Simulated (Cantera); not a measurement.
What does this Cantera script print?

```python
import numpy as np
import cantera as ct

gas_names = """
    CL CL2 H HCL H2 Si SiCL SiCL2 SiCL3 SiCL4 SiH SiHCL3 SiH2 SiH2CL2 SiH3 SiH3CL SiH4 Si2 Si3
""".split()
cond_names = """
    Si(cr) Si(L)
""".split()


# ... load() reads the species with a 1 bar reference pressure and builds the phases ...
atoms = {
    'Si2Cl6': {'Si': 2, 'CL': 6},
    'HCl': {'H': 1, 'CL': 1},
    'H2': {'H': 2},
}
top_T = {}  # K; cautious upper limits of use, not melting points


# ... equilibrate(T, P, feed) seeds the gas with the atoms and calls Mixture.equilibrate('TP', solver="vcs", rtol=1e-11, max_steps=5000) ...
results = []
feed = {'Si2Cl6': 1, 'HCl': 2, 'H2': 110}  # mol
T = 1498  # K
P = 9300  # Pa
mix = equilibrate(T, P, feed)
results.append((T, P, feed, dict(zip(mix.species_names, mix.species_moles))))
print(gas.report(threshold=0.0001))
for i in range(1, mix.n_phases):
    print(f"{mix.phase(i).name:16s} {mix.phase_moles(i):12.5e} mol")
```

Output:

```
       temperature   1498 K
          pressure   9300 Pa
           density   0.0034891 kg/m^3
  mean mol. weight   4.6728 kg/kmol
   phase of matter   gas

                          1 kg             1 kmol
                     ---------------   ---------------
          enthalpy        6.4824e+06        3.0291e+07  J
   internal energy        3.8169e+06        1.7836e+07  J
           entropy             43965        2.0544e+05  J/K
    Gibbs function       -5.9377e+07       -2.7746e+08  J
 heat capacity c_p              6995             32686  J/K
 heat capacity c_v            5215.7             24372  J/K

                      mass frac. Y      mole frac. X     chem. pot. / RT
                     ---------------   ---------------   ---------------
               HCL           0.39467          0.050585            -38.17
                H2            0.4056           0.94012           -21.036
             SiCL2           0.18488         0.0087275           -59.886
             SiCL3          0.010079        0.00035035           -87.537
     [  +15 minor]         0.0047745        0.00021907

Si(cr)            9.37735e-01 mol
```

Equilibrium computed with Cantera from the NASA thermochemical tables; the gas is ideal and each condensed phase is pure. The feed counts by its element totals alone. The tables' values for SiCl3 are old estimates; treat these amounts as uncertain.
